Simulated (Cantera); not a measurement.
Input: 1 mol Cu, 2.9 mol F2, 0.86 mol N2, equilibrated at 233 Torr.

Method: chemical equilibrium by Gibbs-energy minimisation in Cantera with the NASA 1993 tables (ideal gas, pure condensed phases). Candidate condensed phases: Cu, CuF2; 11 gas species. Kinetics and transport are ignored.

Problem. At 1198 K, list the 4 most abundant gas species with their mole fractions, and the condensed phases.

Solution. F 0.481, F2 0.279, N2 0.235, CuF2 0.00353. Condensed: CuF2(l).
